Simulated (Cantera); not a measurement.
Charge: 1 mol CuO, 6.6 mol CO, equilibrated at 75.0 Torr.

These are equilibrium values from Cantera (NASA tables, ideal gas, pure condensed phases), not measurements of a reactor. Candidate condensed phases: C, Cu, CuO, Cu2O; 15 gas species. Kinetics and transport are ignored.

What share of the Cu ends up in condensed phases as a function of T (K), at 948, 1098, 1248, 1398, 1548, 1698, 1848, 1998, 2148?


```csv
T (K),Cu condensed (%),as
948,100.0,Cu(s)
1098,100.0,Cu(s)
1248,100.0,Cu(s)
1398,100.0,Cu(l)
1548,99.9,Cu(l)
1698,99.0,Cu(l)
1848,93.8,Cu(l)
1998,70.6,Cu(l)
2148,0.0,-
```
